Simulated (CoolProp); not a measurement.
Isobutane along the isobar 20600 kPa: Z from the reference equation and from simpler models built on Tc = 134.7 °C, pc = 3629 kPa, ω = 0.184; each cubic takes its own stable root.

The numbers come from the reference Helmholtz-energy equation of state, Bücker 2006 in CoolProp.

```json
[
 {"T (°C)": "-31.05", "phase": "liquid", "reference": "0.9376", "van der Waals": "1.425", "Redlich-Kwong": "0.9978", "Peng-Robinson": "0.8799"},
 {"T (°C)": "-19.65", "phase": "liquid", "reference": "0.9101", "van der Waals": "1.375", "Redlich-Kwong": "0.9671", "Peng-Robinson": "0.8519"},
 {"T (°C)": "-8.35", "phase": "liquid", "reference": "0.8858", "van der Waals": "1.330", "Redlich-Kwong": "0.9400", "Peng-Robinson": "0.8274"},
 {"T (°C)": "2.95", "phase": "liquid", "reference": "0.8640", "van der Waals": "1.289", "Redlich-Kwong": "0.9159", "Peng-Robinson": "0.8056"},
 {"T (°C)": "14.35", "phase": "liquid", "reference": "0.8444", "van der Waals": "1.252", "Redlich-Kwong": "0.8943", "Peng-Robinson": "0.7863"},
 {"T (°C)": "25.65", "phase": "liquid", "reference": "0.8271", "van der Waals": "1.218", "Redlich-Kwong": "0.8753", "Peng-Robinson": "0.7694"},
 {"T (°C)": "37.05", "phase": "liquid", "reference": "0.8116", "van der Waals": "1.187", "Redlich-Kwong": "0.8583", "Peng-Robinson": "0.7547"},
 {"T (°C)": "48.35", "phase": "liquid", "reference": "0.7980", "van der Waals": "1.158", "Redlich-Kwong": "0.8435", "Peng-Robinson": "0.7421"},
 {"T (°C)": "59.65", "phase": "liquid", "reference": "0.7861", "van der Waals": "1.132", "Redlich-Kwong": "0.8305", "Peng-Robinson": "0.7313"},
 {"T (°C)": "71.05", "phase": "liquid", "reference": "0.7758", "van der Waals": "1.108", "Redlich-Kwong": "0.8192", "Peng-Robinson": "0.7224"},
 {"T (°C)": "82.35", "phase": "liquid", "reference": "0.7670", "van der Waals": "1.086", "Redlich-Kwong": "0.8096", "Peng-Robinson": "0.7153"},
 {"T (°C)": "93.75", "phase": "liquid", "reference": "0.7597", "van der Waals": "1.066", "Redlich-Kwong": "0.8014", "Peng-Robinson": "0.7098"},
 {"T (°C)": "105.05", "phase": "liquid", "reference": "0.7539", "van der Waals": "1.048", "Redlich-Kwong": "0.7947", "Peng-Robinson": "0.7060"}
]
```
